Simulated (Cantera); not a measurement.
A jet of 1.45 % H2, 16.6 % O2, 82.0 % N2, equivalence ratio 0.044 at 300 K and 25000 Pa hits a platinum plate 2 cm away at a mass flux of 0.19 kg/m²/s; the plate temperature is set and raised in steps from an oxygen-covered start.

Cantera simulation using Deutschmann's 1995 Pt surface mechanism with GRI-Mech 3.0 gas chemistry; the numbers are that mechanism's predictions, not measurements. Catalytic surfaces can have several steady states; this one follows from the mechanism file's or the stated starting coverage.

x: mole fraction at the wall; θ: surface coverage.

```tsv
plate T (K)	wall x H2	wall x O2	wall x H2O	wall x OH	θ free Pt	θ O*	θ OH*
700	?	0.153	0.0233	<1e-8	0.0322	0.965	0.00268
750	?	0.153	0.0239	<1e-8	0.0409	0.957	0.00221
800	?	0.152	0.0248	<1e-8	0.0616	0.936	0.00205
850	?	0.152	0.0256	<1e-8	0.0955	0.903	0.00197
900	?	0.151	0.0260	2.55e-8	0.140	0.858	0.00187
950	?	0.151	0.0262	6.91e-8	0.193	0.805	0.00174
1000	?	0.151	0.0263	1.71e-7	0.250	0.748	0.00159
```

### Question
Fill in the missing entries.

### Answer

- 700, wall x H2: 0.00245
- 750, wall x H2: 0.00207
- 800, wall x H2: 0.00148
- 850, wall x H2: 0.00102
- 900, wall x H2: 0.000735
- 950, wall x H2: 0.000559
- 1000, wall x H2: 0.000447
